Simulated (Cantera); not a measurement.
Input (Python, Cantera) and output of one run.

```python
import numpy as np
import cantera as ct

gas_names = """
    B BF BF2 BF3 BH BHF2 BH2 BH3 BN B2 F F2 H HF H2 H2F2 H3F3 H4F4 H5F5 H6F6 H7F7 N NF NF2 NF3 NH NH2
    NH3 N2 N2H2 N2H4
""".split()
cond_names = """
    B(b) B(L) BN(s)
""".split()


# ... load() reads the species with a 1 bar reference pressure and builds the phases ...
atoms = {
    'BN': {'B': 1, 'N': 1},
    'HF': {'H': 1, 'F': 1},
    'H2': {'H': 2},
    'NF3': {'N': 1, 'F': 3},
}
top_T = {'BN(s)': 3200}  # K; cautious upper limits of use, not melting points


# ... equilibrate(T, P, feed) seeds the gas with the atoms and calls Mixture.equilibrate('TP', solver="vcs", rtol=1e-11, max_steps=5000) ...
results = []
feed = {'BN': 1, 'HF': 1.8, 'H2': 26, 'NF3': 3.2}  # mol
P = 2  # Pa
for T in [1223, 1248, 1273, 1298, 1323, 1348, 1373, 1398, 1423, 1448, 1473, 1498, 1523]:
    mix = equilibrate(T, P, feed)
    results.append((T, P, feed, dict(zip(mix.species_names, mix.species_moles))))

top = {s: max(r[3][s] / sum(r[3][g] for g in gas_names) for r in results) for s in gas_names}
cols = sorted((s for s in top if top[s] > 1e-05), key=lambda s: -top[s])[:6]
seen = [c for c in cond_names if any(r[3].get(c, 0) > 1e-12 for r in results)]
print("log10 of partial pressures in bar; condensed amounts in mol")
print(f"{'T/K':>10s}" + "".join(f"{s[:9]:>10s}" for s in cols + seen))
for T, P, feed, n in results:
    ng = sum(n[g] for g in gas_names)
    print(f"{T:10.4g}" + "".join(f"{np.log10(max(n[s] / ng * P / 1e5, 1e-99)):10.3f}" for s in cols)
          + "".join(f"{n.get(c, 0):10.4g}" for c in seen))
```

It prints:

```
log10 of partial pressures in bar; condensed amounts in mol
       T/K        H2        HF        N2       BF3         H       BF2
      1223    -4.877    -5.309    -5.911    -6.233    -8.960    -9.762
      1248    -4.877    -5.309    -5.911    -6.233    -8.769    -9.531
      1273    -4.877    -5.309    -5.911    -6.234    -8.585    -9.310
      1298    -4.877    -5.309    -5.911    -6.234    -8.409    -9.097
      1323    -4.877    -5.309    -5.911    -6.234    -8.238    -8.893
      1348    -4.877    -5.309    -5.911    -6.235    -8.074    -8.697
      1373    -4.877    -5.309    -5.911    -6.236    -7.916    -8.508
      1398    -4.878    -5.308    -5.911    -6.237    -7.764    -8.327
      1423    -4.878    -5.308    -5.911    -6.239    -7.617    -8.153
      1448    -4.878    -5.308    -5.911    -6.242    -7.475    -7.986
      1473    -4.879    -5.308    -5.911    -6.247    -7.337    -7.826
      1498    -4.879    -5.307    -5.912    -6.253    -7.205    -7.674
      1523    -4.880    -5.307    -5.912    -6.261    -7.076    -7.531
```

Cantera equilibrium calculation (NASA polynomials, part measured and part estimated; ideal gas, pure solids and liquids). The tables' values for BF2 are old estimates; treat these amounts as uncertain.
